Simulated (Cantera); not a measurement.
Charge: 1 mol SiHCl3, 6.2 mol NH3, equilibrated at 502 °C and 48.0 mbar.

Cantera equilibrium calculation (NASA polynomials, part measured and part estimated; ideal gas, pure solids and liquids). Candidate condensed phases: NH4Cl, Si, Si3N4; 28 gas species. Kinetics and transport are ignored.

Base state: H2 0.615, HCl 0.200, N2 0.181, SiCl4 0.00480, NH3 3.81e-5 (mole fractions); condensed: Si3N4(s).

Question: What changes in the equilibrium state with this change: temperature from 502 °C to 850 °C?

Answer: 
```tsv
species	before	after
H2	0.615	0.607
HCl	0.200	0.213
N2	0.181	0.178
SiCl4	0.00480	0.00126
SiCl3	2.29e-8	2.55e-5
NH3	3.81e-5	2.69e-6
SiHCl3	9.58e-6	6.13e-5
Si3N4(s), mol	0.311	0.327
```
The tables' values for SiCl3 are old estimates; treat these amounts as uncertain.
